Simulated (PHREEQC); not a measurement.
Dissolve 0.039 mol NH4HF2, 0.0081 mol H2SiF6, 0.0027 mol HBF4 and 0.0043 mol HCl per kg of water at 20 °C. Closed to the air; pH follows from the charge balance.

Equilibrium calculation in PHREEQC: ion-association model, phreeqc.dat.

Each row changes one thing in this solution. This is a speciation only: nothing precipitates in the calculation.

```
case                                             pH  ionic strength (mol/kgw)  HF (mol/kgw)  F- (mol/kgw)  HF2- (mol/kgw)  NH3 (mol/kgw)
---------------------------------------------  ----  ------------------------  ------------  ------------  --------------  -------------
as made                                        2.51                    0.0507        0.0553        0.0162         0.00329        3.95e-9
HCl from 0.0043 to 0.00043 mol/kgw             2.61                    0.0500        0.0518        0.0190         0.00361        4.96e-9
temperature from 20 to 75 °C                   2.88                    0.0486        0.0573        0.0139         0.00345        2.66e-7
HBF4 left out                                  2.58                    0.0502        0.0529        0.0181         0.00352        4.64e-9
H2SiF6 replaced by NaHF2 at the same molality  2.92                    0.0484        0.0467        0.0353         0.00606        1.03e-8
temperature from 20 to 35 °C                   2.60                    0.0501        0.0558        0.0153         0.00349        1.37e-8
H2SiF6 from 0.0081 to 0.00729 mol/kgw          2.55                    0.0496        0.0539        0.0173         0.00343        4.36e-9
diluted 100-fold with water                    3.32                  0.000883      0.000522      0.000829         1.59e-6       3.16e-10
NH4HF2 from 0.039 to 0.0195 mol/kgw            2.14                    0.0359        0.0339       0.00412        0.000514       8.78e-10
```

Away from 25 °C the constants follow the database's enthalpies or fits; those with neither stay at their 25 °C values. SiF6-2 is the database's only silicon fluoride. Real BF4- forms and hydrolyses slowly; the run takes it at equilibrium.
